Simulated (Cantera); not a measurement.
Feed: 1 mol SiCl4, 140 mol H2, 1.2 mol C2H4, at 75.0 mbar.

Equilibrium computed with Cantera from the NASA thermochemical tables; the gas is ideal and each condensed phase is pure. Candidate condensed phases: C, C6H6, C7H8, C8H18, Si, SiC; 109 gas species. Kinetics and transport are ignored.

Problem. At 1348 K, list the 3 most abundant gas species with their mole fractions, and the condensed phases.

Solution. H2 0.972, HCl 0.0277, CH4 0.000413. Condensed: C(graphite) + SiC(s).
